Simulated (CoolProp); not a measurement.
Vapour pressure (bar) of CHF3 (R23): the reference equation beside estimates from Tc = 299.3 K, pc = 48.32 bar, ω = 0.263. Clausius-Clapeyron is anchored at 212.9 K with a constant enthalpy of vaporisation of 15.42 kJ/mol.

The numbers come from the reference Helmholtz-energy equation of state, Penoncello 2003 in CoolProp.

```json
[
 {"T (K)": "142.3", "reference": "0.01870", "Clausius-Clapeyron": "0.04096", "van der Waals": "0.9472", "Redlich-Kwong": "0.05279", "Soave-Redlich-Kwong": "0.01731", "Peng-Robinson": "0.01908"},
 {"T (K)": "160", "reference": "0.1105", "Clausius-Clapeyron": "0.1732", "van der Waals": "2.084", "Redlich-Kwong": "0.2634", "Soave-Redlich-Kwong": "0.1052", "Peng-Robinson": "0.1110"},
 {"T (K)": "177.6", "reference": "0.4322", "Clausius-Clapeyron": "0.5461", "van der Waals": "3.936", "Redlich-Kwong": "0.8800", "Soave-Redlich-Kwong": "0.4204", "Peng-Robinson": "0.4310"},
 {"T (K)": "195.3", "reference": "1.282", "Clausius-Clapeyron": "1.407", "van der Waals": "6.703", "Redlich-Kwong": "2.268", "Soave-Redlich-Kwong": "1.268", "Peng-Robinson": "1.276"},
 {"T (K)": "212.9", "reference": "3.084", "Clausius-Clapeyron": "3.084", "van der Waals": "10.51", "Redlich-Kwong": "4.832", "Soave-Redlich-Kwong": "3.088", "Peng-Robinson": "3.073"},
 {"T (K)": "230.6", "reference": "6.421", "Clausius-Clapeyron": "6.018", "van der Waals": "15.53", "Redlich-Kwong": "9.039", "Soave-Redlich-Kwong": "6.489", "Peng-Robinson": "6.416"},
 {"T (K)": "248.3", "reference": "11.95", "Clausius-Clapeyron": "10.68", "van der Waals": "21.87", "Redlich-Kwong": "15.30", "Soave-Redlich-Kwong": "12.15", "Peng-Robinson": "11.99"},
 {"T (K)": "265.9", "reference": "20.40", "Clausius-Clapeyron": "17.50", "van der Waals": "29.57", "Redlich-Kwong": "23.97", "Soave-Redlich-Kwong": "20.78", "Peng-Robinson": "20.54"}
]
```

Absolute difference from the reference over all 8 rows, mean and median: Clausius-Clapeyron 30.4 and 12.4 %, van der Waals 1061.9 and 331.8 %, Redlich-Kwong 80.5 and 66.8 %, Soave-Redlich-Kwong 2.6 and 1.8 %, Peng-Robinson 0.6 and 0.4 %.
